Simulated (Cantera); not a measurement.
Feed: 1 mol SiC, 1.1 mol N2O, 5 mol N2, at 2173.15 K and 0.0133 bar.

Method: chemical equilibrium by Gibbs-energy minimisation in Cantera with the NASA 1993 tables (ideal gas, pure condensed phases). Candidate condensed phases: C, Si, SiC, SiO2, Si2N2O, Si3N4; 34 gas species. The tables' values for SiN are old estimates; treat these amounts as uncertain. Rates play no part.

Base state: N2 0.832, CO 0.0841, SiO 0.0660, Si 0.0160, Si2C 0.000857, SiN 0.000301, Si2N 0.000256, Si2 0.000183 (mole fractions); condensed: SiC(s).

Question: What changes in the equilibrium state with this change: temperature from 2173.15 K to 975 K?

Answer: 
```csv
species,before,after
N2,0.832,0.996
CO,0.0841,0.00388
SiO,0.0660,<1e-9
Si,0.0160,<1e-9
Si2C,0.000857,<1e-9
SiN,0.000301,<1e-9
Si2N,0.000256,<1e-9
Si2,0.000183,<1e-9
"SiC(s), mol",0.377,0
"C(graphite), mol",0,0.977
"SiO2(β-quartz), mol",0,0.385
"Si2N2O(s), mol",0,0.308
```

Question: What changes in the equilibrium state with this change: temperature from 2173.15 K to 2248 K?

Answer: 
| species | before | after |
|---|---|---|
| N2 | 0.832 | 0.816 |
| CO | 0.0841 | 0.0926 |
| SiO | 0.0660 | 0.0546 |
| Si | 0.0160 | 0.0333 |
| SiC2 | 2.38e-5 | 0.000101 |
| CN | 4.67e-6 | 1.27e-5 |
| Si2C | 0.000857 | 0.00229 |
| Si2 | 0.000183 | 0.000447 |
| SiC(s), mol | 0.377 | 0.289 |
